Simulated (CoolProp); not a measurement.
A simple Rankine cycle with R113: condensing at 321.15 K, boiler at 2.1 MPa, turbine inlet 470.2 K, turbine efficiency 0.8, pump efficiency 0.7, no recuperator. Each further row changes one setting.

The numbers come from the reference Helmholtz-energy equation of state, Marx 1992 in CoolProp.

```json
[
 {"case": "as stated", "thermal efficiency (%)": "16.3", "net work (kJ/kg)": "37.9", "heat in (kJ/kg)": "232", "turbine exit temperature (K)": "390.3", "volume ratio over the turbine": "23.9"},
 {"case": "turbine inlet 490.2 K", "thermal efficiency (%)": "16.3", "net work (kJ/kg)": "40.9", "heat in (kJ/kg)": "251", "turbine exit temperature (K)": "412.3", "volume ratio over the turbine": "22.4"},
 {"case": "condensing temperature 313.15 K", "thermal efficiency (%)": "17.3", "net work (kJ/kg)": "41.4", "heat in (kJ/kg)": "239", "turbine exit temperature (K)": "385.2", "volume ratio over the turbine": "31.1"},
 {"case": "boiler pressure 1.47 MPa", "thermal efficiency (%)": "15.0", "net work (kJ/kg)": "36.0", "heat in (kJ/kg)": "241", "turbine exit temperature (K)": "405.3", "volume ratio over the turbine": "15.0"},
 {"case": "turbine efficiency 0.7", "thermal efficiency (%)": "14.2", "net work (kJ/kg)": "32.9", "heat in (kJ/kg)": "232", "turbine exit temperature (K)": "397.0", "volume ratio over the turbine": "24.4"}
]
```
